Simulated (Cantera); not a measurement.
Input: 1 mol SiH₂Cl₂, 0.34 mol NH₃, 1.5 mol N₂, held at 0.465 Torr.

Method: chemical equilibrium by Gibbs-energy minimisation in Cantera with the NASA 1993 tables (ideal gas, pure condensed phases). Candidate condensed phases: NH₄Cl, Si, Si₃N₄; 28 gas species. Rates play no part.

Over these rows the condensed part is Si₃N₄(s). Partial pressures as log10 of bar:

```tsv
T (K)	1000/T (1/K)	log p SiCl₂	log p HCl	log p N₂	log p H₂	log p SiCl₄
1025	0.9756	-7.43	-3.57	-3.71	-3.87	-4.65
1075	0.9302	-6.78	-3.57	-3.71	-3.87	-4.68
1125	0.8889	-6.19	-3.56	-3.72	-3.88	-4.72
1175	0.8511	-5.66	-3.56	-3.72	-3.89	-4.77
1225	0.8163	?	-3.56	-3.71	-3.89	-4.85
1275	0.7843	-4.80	-3.58	-3.71	-3.88	-4.99
```

Task: Fit log p(SiCl₂) = a + b·(1000/T) to the five rows, give the apparent enthalpy, and predict the row at 1225 K.

Result: Means: 1000/T = 0.8860, log p = -6.172. Sxy = -0.297044, Sxx = 0.0215511, so b = -13.78 and a = -6.172 − (-13.78)×0.8860 = 6.04.
Apparent enthalpy: −19.145 × (-13.78) = 264 kJ/mol. With the condensed phases at unit activity, 1/6 Si₃N₄(s) + 1/2 SiCl₄(g) = SiCl₂(g) + 1/3 N₂(g) links this pressure to the main gases: over the six rows their terms move log p by -0.17 in all, so the slope isn't that reaction's ΔH° alone. The five rows lie within 0.03 of the line.
Prediction at 1225 K: 6.04 + (-13.78)×0.8163 = -5.21. The computed value is -5.19, 0.02 from the line.
